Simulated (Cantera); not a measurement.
Input: 1 mol Si3N4, 0.14 mol H2O, 440 mol N2, 2.8 mol N2O, at 1.50 bar.

Equilibrium computed with Cantera from the NASA thermochemical tables; the gas is ideal and each condensed phase is pure. Candidate condensed phases: H2O, Si, SiO2, Si2N2O, Si3N4; 35 gas species. The numbers say what is thermodynamically allowed, not how fast it happens. All values below are at 1973 K.

Base state: N2 0.993, SiO 0.00643, H2 0.000303, H 1.92e-5 (mole fractions); condensed: Si2N2O(s).

Task: What changes in the equilibrium state with this change: N2O from 2.8 to 0.15 mol?

Result: 
```
species           before     after
--------------  --------  --------
N2                 0.993     0.999
SiO              0.00643  0.000658
H2              0.000303  0.000308
H                1.92e-5   1.93e-5
Si2N2O(s), mol    0.0596         0
Si3N4(s), mol          0     0.902
```
